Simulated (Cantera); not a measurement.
An adiabatic, constant-volume homogeneous reactor starts with H2 : O2 : N2 : H2O = 1 : 0.278 : 1.04 : 0.068 (molar parts), equivalence ratio 1.8, at 1600 K and 405 Torr. Integrator tolerance rtol = 1e-08.

Cantera simulation using the H2/O2 subset of GRI-Mech 3.0, which has no nitrogen chemistry; the numbers are that mechanism's predictions, not measurements.

What does this change do: O2 0.278 to 0.12 parts?


```json
[
 {"quantity": "time of steepest temperature rise", "before": "19.1 µs", "after": "34.9 µs"},
 {"quantity": "temperature at 3.00 s", "before": "2906 K", "after": "2439 K"},
 {"quantity": "equilibrium temperature", "before": "2906 K", "after": "2439 K"},
 {"quantity": "x(H2) at 3.00 s", "before": "0.193 (gas-phase equilibrium 0.193)", "after": "0.352 (gas-phase equilibrium 0.352)"},
 {"quantity": "x(O2) at 3.00 s", "before": "0.00201 (gas-phase equilibrium 0.00201)", "after": "4.18e-6 (gas-phase equilibrium 4.18e-6)"},
 {"quantity": "x(H2O) at 3.00 s", "before": "0.253 (gas-phase equilibrium 0.253)", "after": "0.144 (gas-phase equilibrium 0.144)"},
 {"quantity": "x(H) at 3.00 s", "before": "0.0544 (gas-phase equilibrium 0.0544)", "after": "0.0129 (gas-phase equilibrium 0.0129)"},
 {"quantity": "x(H2O2) at 3.00 s", "before": "1.62e-7 (gas-phase equilibrium 1.62e-7)", "after": "1.61e-9 (gas-phase equilibrium 1.61e-9)"},
 {"quantity": "x(OH) at 3.00 s", "before": "0.0220 (gas-phase equilibrium 0.0220)", "after": "0.00102 (gas-phase equilibrium 0.00102)"}
]
```
